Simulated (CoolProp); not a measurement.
A simple Rankine cycle with hexamethyldisiloxane (MM): condensing at 306.15 K, boiler at 1.53 MPa, turbine inlet 544.1 K, turbine efficiency 0.75, pump efficiency 0.8, no recuperator. Each further row changes one setting.

Computed with CoolProp (reference Helmholtz-energy equation of state, Thol 2016).

```
case                             thermal efficiency (%)  net work (kJ/kg)  heat in (kJ/kg)  turbine exit temperature (K)  volume ratio over the turbine
-------------------------------  ----------------------  ----------------  ---------------  ----------------------------  -----------------------------
as stated                                          14.7              92.1              626                         482.8                              ?
turbine inlet 564.1 K                              14.4              96.9                ?                         503.7                            216
condensing temperature 298.15 K                    15.5              99.1              641                             ?                            337
boiler pressure 1.07 MPa                           14.0              89.0                ?                         490.4                            143
turbine efficiency 0.65                            12.7                 ?              626                         489.2                            232
```

### Question
Complete the blanks.

### Answer

- as stated, volume ratio over the turbine: 229
- turbine inlet 564.1 K, heat in (kJ/kg): 672
- condensing temperature 298.15 K, turbine exit temperature (K): 479.2
- boiler pressure 1.07 MPa, heat in (kJ/kg): 638
- turbine efficiency 0.65, net work (kJ/kg): 79.5
